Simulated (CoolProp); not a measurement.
Hydrogen chloride along the isotherm 505.4 K: density (kg/m³) from the reference equation and from simpler models built on Tc = 324.7 K, pc = 8.314 MPa, ω = 0.130; each cubic takes its own stable root.

Computed with CoolProp (reference Helmholtz-energy equation of state, Thol 2018).

```csv
p (MPa),phase,reference,ideal gas,van der Waals,Redlich-Kwong,Soave-Redlich-Kwong,Peng-Robinson
0.131,gas,1.138,1.137,1.138,1.138,1.138,1.138
0.299,gas,2.603,2.594,2.603,2.602,2.601,2.603
0.681,gas,5.953,5.909,5.955,5.951,5.941,5.952
1.55,gas,13.68,13.45,13.69,13.67,13.61,13.67
3.53,gas,?,30.63,31.91,31.76,31.48,31.78
8.03,gas,75.73,?,?,75.57,73.94,75.49
18.3,supercritical,187.1,?,?,?,177.4,184.8
41.6,supercritical,441.7,361.0,418.6,?,390.6,416.1
```

**Question.** What belongs in the gaps?

**Answer.** 
- 3.53, reference: 31.82
- 8.03, ideal gas: 69.67
- 8.03, van der Waals: 76.72
- 18.3, ideal gas: 158.8
- 18.3, van der Waals: 197.2
- 18.3, Redlich-Kwong: 187.2
- 41.6, Redlich-Kwong: 420.7
